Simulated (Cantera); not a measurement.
Input: 1 mol MgO, 0.74 mol H2S, 31 mol N2, held at 752 °C and 0.420 bar.

These are equilibrium values from Cantera (NASA tables, ideal gas, pure condensed phases), not measurements of a reactor. Candidate condensed phases: H2O, H2SO4, Mg, MgO, Mg(OH)2, MgS, MgSO4, S; 43 gas species. Mutual solubility and eutectic melting of coexisting phases are not modelled. Gases not in the tables: S3 to S7. Kinetics and transport are ignored.

Base state: N2 0.974, H2S 0.0174, H2 0.00509, S2 0.00254, H2O 0.000798 (mole fractions); condensed: MgO(s) + MgS(s).

Q: What changes in the equilibrium state with this change: temperature from 752 °C to 1002 °C?

A: 
```
species        before     after
-----------  --------  --------
N2              0.974     0.970
H2            0.00509    0.0132
H2S            0.0174   0.00906
S2            0.00254   0.00657
SH            3.67e-6   5.27e-5
H2O          0.000798  0.000902
MgO(s), mol     0.975     0.971
MgS(s), mol    0.0254    0.0289
```
